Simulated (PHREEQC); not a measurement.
Dissolve 0.25 mol/kgw NiSO4, 0.0007 mol/kgw H2SO4 and 0.098 mol/kgw NaCl at 25 °C. It is in equilibrium with CO2 at log p = -2 (atm). Otherwise closed; pH follows from the charge balance.

All values are PHREEQC results (ion-association model, wateq4f.dat), not measurements.

This is a speciation only: nothing precipitates in the calculation.

Problem. Estimate the pH.

Solution. pH 3.51.

Problem. In which forms is C present?

Solution. CO2 99 %, NiHCO3+ 1.0 % of the C.
